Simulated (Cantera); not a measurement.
Charge: 1 mol CH2F2, a varied amount of H2, at 648.15 K and 10.0 mbar.

Equilibrium computed with Cantera from the NASA thermochemical tables; the gas is ideal and each condensed phase is pure. Candidate condensed phases: C, C6H6, C7H8, C8H18; 95 gas species. Equilibrium is a limit: real reactors are often held back by kinetics, nucleation or transport.

Problem. At 5.3 mol H2, list the 3 most abundant gas species with their mole fractions, and the condensed phases.

Solution. H2 0.601, HF 0.301, CH4 0.0982. Condensed: C(graphite).
